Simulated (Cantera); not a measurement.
A closed system holds: 1 mol Si3H8, 23 mol N2, at 2.00 bar.

Cantera equilibrium calculation (NASA polynomials, part measured and part estimated; ideal gas, pure solids and liquids). Candidate condensed phases: Si, Si3N4; 18 gas species. The feed counts by its element totals alone. N2 is the only nitrogen source here; it is nearly inert below about 1500 K, so the nitride shown seldom forms there in practice. Kinetics and transport are ignored. All values below are at 1273 K.

Base state: N2 0.840, H2 0.160, NH3 1.62e-5 (mole fractions); condensed: Si3N4(s).

**Question.** What changes in the equilibrium state with this change: Si3H8 replaced by SiHCl3?

**Answer.** 
| species | before | after |
|---|---|---|
| N2 | 0.840 | 0.940 |
| HCl | 0 | 0.0346 |
| SiCl4 | 0 | 0.0221 |
| H2 | 0.160 | 0.00334 |
| SiCl3 | 0 | 0.000282 |
| SiHCl3 | 0 | 8.51e-5 |
| SiCl2 | 0 | 2.36e-5 |
| NH3 | 1.62e-5 | 5.18e-8 |
| Si3N4(s), mol | 1.00 | 0.152 |
The tables' values for SiCl3 are old estimates; treat these amounts as uncertain. Further candidate phases: NH4Cl.
